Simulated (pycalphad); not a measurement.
Effect of B content in Ti-Hf-B

CALPHAD calculation (pycalphad, COST 507 light-alloy database (1999)), 1 atm. These are 1990s assessments: newer ones move some temperatures and phases. Phase fractions are per mole of atoms.

```json
[
 {"alloy": "Ti-12.12Hf-0.22B (at.%)", "liquidus (K)": "1922", "first solid": "BCC_A2", "solidus (K)": "1824", "phases at 1250 K": "BCC_A2 1.00, BM under 0.01"},
 {"alloy": "Ti-12.12Hf-0.45B (at.%)", "liquidus (K)": "1917", "first solid": "BCC_A2", "solidus (K)": "1818", "phases at 1250 K": "BCC_A2 0.99, BM 0.01"},
 {"alloy": "Ti-12.12Hf-0.9B (at.%)", "liquidus (K)": "1908", "first solid": "BCC_A2", "solidus (K)": "1818", "phases at 1250 K": "BCC_A2 0.98, BM 0.02"},
 {"alloy": "Ti-12.12Hf-1.35B (at.%)", "liquidus (K)": "1900", "first solid": "BCC_A2", "solidus (K)": "1818", "phases at 1250 K": "BCC_A2 0.97, BM 0.03"},
 {"alloy": "Ti-12.12Hf-2.7B (at.%)", "liquidus (K)": "1877", "first solid": "BCC_A2", "solidus (K)": "1818", "phases at 1250 K": "BCC_A2 0.95, BM 0.05"}
]
```

Database names, with the compositions (at.%) that they take in these runs: BM: Ti 48-50 B 50 Hf 0-2. BCC_A2 is bcc.
